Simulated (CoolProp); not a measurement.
Properties of sulfur hexafluoride at several states (Tc = 318.7 K, pc = 3.755 MPa, ω = 0.210).

Model: reference Helmholtz-energy equation of state, Guder 2009, in CoolProp.

```csv
T (K),p (MPa),phase,cp (kJ/(kg K)),cv (kJ/(kg K)),isothermal compressibility (1/MPa),conductivity (mW/(m K)),Prandtl number,fugacity coefficient
553.9,0.0178,gas,0.9104,0.8534,56.19,31.1,0.757,0.9998
508.6,1.2,gas,0.8954,0.8303,0.8479,29.5,0.743,0.9822
435.9,0.0201,gas,0.8313,0.7742,49.78,23.1,0.763,0.9994
607.7,0.407,gas,0.9373,0.8787,2.462,35.1,0.748,0.9978
450.5,1.95,gas,0.8697,0.7924,0.5390,26.1,0.755,0.9514
454.1,0.0142,gas,0.8463,0.7892,70.45,24.4,0.762,0.9996
```

Viscosity comes from a separate model (Quiñones-Cisneros 2012). Thermal conductivity comes from a separate model (Assael 2012).
